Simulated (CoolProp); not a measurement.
A single-stage vapour-compression cycle with R1336mzz(E): evaporating at 262.15 K (dew point), condensing at 282.15 K (bubble point), superheat 2 K, subcooling 2 K, compressor efficiency 0.8, no pressure losses. Each further row changes one setting.

Model: reference Helmholtz-energy equation of state, Akasaka 2023, in CoolProp.

```tsv
case	cooling COP	pressure ratio	discharge temperature (K)	refrigerating effect (kJ/kg)	volumetric capacity (kJ/m³)
as stated	9.76	2.41	284.4	143	481
evaporating temperature 267.15 K	13.6	1.90	284.1	146	616
condensing temperature 277.15 K	13.3	1.96	279.5	149	502
subcooling 7 K	10.2	2.41	284.4	149	502
superheat 12 K	9.89	2.41	294.7	150	488
compressor efficiency 0.7	8.54	2.41	286.9	143	481
```
